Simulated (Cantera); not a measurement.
A closed system holds: 1 mol B, 0.087 mol Cl₂, at 13.3 mbar.

Method: chemical equilibrium by Gibbs-energy minimisation in Cantera with the NASA 1993 tables (ideal gas, pure condensed phases). Candidate condensed phases: B; 7 gas species. The tables' values for BCl₂, BCl are old estimates; treat these amounts as uncertain. Equilibrium is a limit: real reactors are often held back by kinetics, nucleation or transport.

log p: log10 of the partial pressure in bar; n: condensed amount in mol.

```csv
T (K),log p BCl₃,log p BCl₂,log p BCl,log p Cl,log p Cl₂,n B(s)
1175,-1.88,-5.66,-7.05,-8.16,-11.43,0.942
1225,-1.88,-5.32,-6.56,…,…,0.942
1275,-1.88,-5.01,-6.10,-7.25,-10.49,0.942
1325,-1.88,-4.72,-5.68,-6.85,-10.08,0.942
1375,-1.88,-4.46,-5.29,…,…,0.942
1425,-1.88,-4.21,-4.93,-6.13,-9.33,0.942
1475,-1.88,-3.98,-4.60,-5.81,-9.00,0.942
1525,-1.88,-3.77,-4.29,-5.51,-8.69,0.942
```

**Question.** Some entries are withheld; supply them.

**Answer.** 
- 1375, log p Cl: -6.48
- 1375, log p Cl₂: -9.69
- 1225, log p Cl: -7.69
- 1225, log p Cl₂: -10.94
